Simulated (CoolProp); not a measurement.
Vapour-liquid equilibrium of CHF3 (R23) (1) + sulfur hexafluoride (2) at -3.15 °C; x and y are mole fractions of (1).

Values from CoolProp's multi-fluid Helmholtz-energy mixture model, Penoncello 2003 and Guder 2009; pair parameters Bell 2016.

Problem. Give the bubble pressure and the first vapour's composition at x = 0.65, 0.75, 0.95. Is there an azeotrope?

Solution. x = 0.65: 2274 kPa, y = 0.699; x = 0.75: 2320 kPa, y = 0.770; x = 0.95: 2316 kPa, y = 0.945. y crosses x between x = 0.75 and 0.85: the model has an azeotrope there.

The pair parameters rest on a limited set of measurements; away from them the model extrapolates.
